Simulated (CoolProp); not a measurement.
Vapour-liquid equilibrium of R1234yf (1) + R134a (2) at 35.65 °C; x and y are mole fractions of (1).

Computed with CoolProp (multi-fluid Helmholtz-energy mixture model, Lemmon 2022 and Tillner-Roth 1994; pair parameters Bell 2022).

```tsv
x	bubble pressure, mixture model (kPa)	bubble pressure, Raoult's law (kPa)	y, mixture model	y, Raoult's law
0.05	912.6	903.5	0.057	0.050
0.15	928.1	904.2	0.165	0.151
0.25	939.5	905.0	0.265	0.252
0.35	947.1	905.7	0.362	0.352
0.45	951.2	906.5	0.455	0.452
0.55	951.8	907.2	0.548	0.552
0.65	949.0	908.0	0.641	0.652
0.75	942.7	908.8	0.737	0.752
0.85	932.8	909.5	0.837	0.851
0.95	919.0	910.3	0.944	0.950
```

The largest gap from Raoult's law is +4.9 % in bubble pressure, at x = 0.45. y crosses x between x = 0.45 and 0.55: the model has an azeotrope there.

The pair parameters rest on a limited set of measurements; away from them the model extrapolates.
